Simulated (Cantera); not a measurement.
An adiabatic, constant-volume homogeneous reactor starts with CH₄ : O₂ : N₂ = 1 : 2.04 : 22.4 (molar parts), at 1400 K and 101000 Pa. Integrator tolerance rtol = 1e-08.

Cantera simulation using GRI-Mech 3.0 (53 species, 325 reactions); the numbers are that mechanism's predictions, not measurements.

What does this change do: O2 2.04 to 6.1 parts?


| quantity | before | after |
|---|---|---|
| time of steepest temperature rise | 9.09 ms | 2.06 ms |
| temperature at 6.00 s | 2361 K | 2256 K |
| equilibrium temperature | 2361 K | 2256 K |
| x(CH₄) at 6.00 s | <1e-12 (gas-phase equilibrium <1e-12) | <1e-12 (gas-phase equilibrium <1e-12) |
| x(O₂) at 6.00 s | 0.00413 (gas-phase equilibrium 0.00413) | 0.132 (gas-phase equilibrium 0.132) |
| x(H₂O) at 6.00 s | 0.0740 (gas-phase equilibrium 0.0740) | 0.0654 (gas-phase equilibrium 0.0654) |
| x(CO₂) at 6.00 s | 0.0325 (gas-phase equilibrium 0.0325) | 0.0332 (gas-phase equilibrium 0.0332) |
| x(HCN) at 6.00 s | 3.93e-11 (gas-phase equilibrium 3.93e-11) | <1e-12 (gas-phase equilibrium <1e-12) |
| x(HCO) at 6.00 s | 1.02e-9 (gas-phase equilibrium 1.02e-9) | 1.99e-11 (gas-phase equilibrium 1.99e-11) |

What does this change do: pressure from 101000 Pa to 81000 Pa?


```
quantity                                                              before                                      after
---------------------------------  -----------------------------------------  -----------------------------------------
time of steepest temperature rise                                    9.09 ms                                    10.6 ms
temperature at 6.00 s                                                 2361 K                                     2355 K
equilibrium temperature                                               2361 K                                     2355 K
x(CH₄) at 6.00 s                       <1e-12 (gas-phase equilibrium <1e-12)      <1e-12 (gas-phase equilibrium <1e-12)
x(O₂) at 6.00 s                      0.00413 (gas-phase equilibrium 0.00413)    0.00431 (gas-phase equilibrium 0.00431)
x(H₂O) at 6.00 s                       0.0740 (gas-phase equilibrium 0.0740)      0.0738 (gas-phase equilibrium 0.0738)
x(CO₂) at 6.00 s                       0.0325 (gas-phase equilibrium 0.0325)      0.0322 (gas-phase equilibrium 0.0322)
x(HCN) at 6.00 s                   3.93e-11 (gas-phase equilibrium 3.93e-11)  3.59e-11 (gas-phase equilibrium 3.59e-11)
x(HCO) at 6.00 s                     1.02e-9 (gas-phase equilibrium 1.02e-9)  9.65e-10 (gas-phase equilibrium 9.65e-10)
```

What does this change do: initial temperature 1400 to 1748 K?


```tsv
quantity	before	after
time of steepest temperature rise	9.09 ms	0.305 ms
temperature at 6.00 s	2361 K	2564 K
equilibrium temperature	2361 K	2564 K
x(CH₄) at 6.00 s	<1e-12 (gas-phase equilibrium <1e-12)	<1e-12 (gas-phase equilibrium <1e-12)
x(O₂) at 6.00 s	0.00413 (gas-phase equilibrium 0.00413)	0.00682 (gas-phase equilibrium 0.00682)
x(H₂O) at 6.00 s	0.0740 (gas-phase equilibrium 0.0740)	0.0684 (gas-phase equilibrium 0.0684)
x(CO₂) at 6.00 s	0.0325 (gas-phase equilibrium 0.0325)	0.0257 (gas-phase equilibrium 0.0257)
x(HCN) at 6.00 s	3.93e-11 (gas-phase equilibrium 3.93e-11)	2.25e-10 (gas-phase equilibrium 2.25e-10)
x(HCO) at 6.00 s	1.02e-9 (gas-phase equilibrium 1.02e-9)	5.11e-9 (gas-phase equilibrium 5.11e-9)
```
